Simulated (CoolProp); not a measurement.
Model: reference Helmholtz-energy equation of state, Setzmann 1991, in CoolProp.

For methane, give the phase and the speed of sound (m/s), expansivity (1/kK), viscosity (µPa s), conductivity (mW/(m K)) at 143.9 K and 0.165 MPa; 143.9 K and 0.377 MPa; 143.9 K and 0.857 MPa.


- 143.9 K and 0.165 MPa: gas; speed of sound 310, expansivity 7.54, viscosity 5.66, conductivity 15.3
- 143.9 K and 0.377 MPa: gas; speed of sound 303, expansivity 8.48, viscosity 5.63, conductivity 15.7
- 143.9 K and 0.857 MPa: liquid; speed of sound 994, expansivity 5.26, viscosity 63.8, conductivity 138

Viscosity comes from a separate model (Quiñones-Cisneros 2006). Thermal conductivity comes from a separate model (Friend 1989).
